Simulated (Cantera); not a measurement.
# Gas activation for diamond growth

An isothermal, constant-pressure homogeneous reactor starts with 2.43 % CH4, 97.3 % H2, 0.263 % CO2, at 2575 K and 100.0 Torr.

Cantera simulation using GRI-Mech 3.0 (53 species, 325 reactions); the numbers are that mechanism's predictions, not measurements. GRI-Mech 3.0 stops at C3 and has no aromatics, soot or wall deposition, so with more carbon than oxygen in the feed, carbon stays in small species such as C2H2 where larger ones or solid carbon would form.

```tsv
t (s)	x CH4	x H2	x CO2	x OH	x C2H	x HCO
4.00e-5	0.0191	0.961	0.00221	2.92e-6	1.94e-7	5.36e-8
0.000163	0.00810	0.946	0.000325	1.62e-5	1.40e-5	1.19e-7
0.000662	0.000907	0.938	1.01e-6	2.20e-5	4.15e-5	3.30e-8
0.00269	0.000169	0.924	6.30e-7	1.33e-5	5.67e-5	1.16e-8
0.0110	2.07e-5	0.903	4.08e-9	9.62e-8	7.57e-5	7.69e-9
0.0446	1.22e-5	0.895	1.13e-11	3.01e-10	8.42e-5	7.50e-9
0.181	1.22e-5	0.895	1.13e-11	3.00e-10	8.43e-5	7.50e-9
0.737	1.22e-5	0.895	1.13e-11	3.00e-10	8.43e-5	7.50e-9
3.00	1.22e-5	0.895	1.13e-11	3.00e-10	8.43e-5	7.50e-9
```
x: mole fraction; the columns are a selection and need not sum to one.

Equilibrium at this temperature and pressure: CH4 1.24e-5, H2 0.895, CO2 1.15e-11, OH 3.05e-10, C2H 8.43e-5, HCO 7.50e-9 (gas phase only).
